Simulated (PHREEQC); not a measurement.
Solution (20 °C): 0.014 mol CuSO4, 0.00031 mol HNO3 and 0.0092 mol KCl per kg of water. Closed to the air; pH follows from the charge balance.

Equilibrium calculation in PHREEQC: ion-association model, phreeqc.dat.

| quantity | before | after |
|---|---|---|
| ionic strength (mol/kgw) | 0.0480 | 0.0257 |
| Cu+2 (mol/kgw) | 0.00975 | 0.00529 |
| SO4-2 (mol/kgw) | 0.00950 | 0.00520 |
| CuSO4 (mol/kgw) | 0.00416 | 0.00169 |
| KSO4- (mol/kgw) | 0.000252 | 8.25e-5 |
| SI of Sylvite (KCl) | -5.14 | -5.70 |

Question: Which change was made?
A. KCl from 0.0092 to 0.092 mol/kgw
B. 0.0027 mol/kgw SrBr2 added
C. temperature from 20 to 10 °C
D. diluted 2-fold with water
E. temperature from 20 to 50 °C

Answer: D, diluted 2-fold with water

This is a speciation only: nothing precipitates in the calculation.
